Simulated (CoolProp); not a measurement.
Vapour-liquid equilibrium of carbon dioxide (1) + R142b (2) at 250.5 K; x and y are mole fractions of (1).

The numbers come from the multi-fluid Helmholtz-energy mixture model, Span 1996 and Lemmon 2006; pair parameters Bell 2016 in CoolProp.

Question: Give the bubble pressure and the first vapour's composition at x = 0.125, 0.275, 0.65. Is there an azeotrope?

Answer: x = 0.125: 0.2437 MPa, y = 0.786; x = 0.275: 0.5071 MPa, y = 0.909; x = 0.65: 1.170 MPa, y = 0.975. No azeotrope shows between x = 0.05 and 0.95.

Pair parameters are fitted to limited data, so mixtures are less certain than the pure fluids.
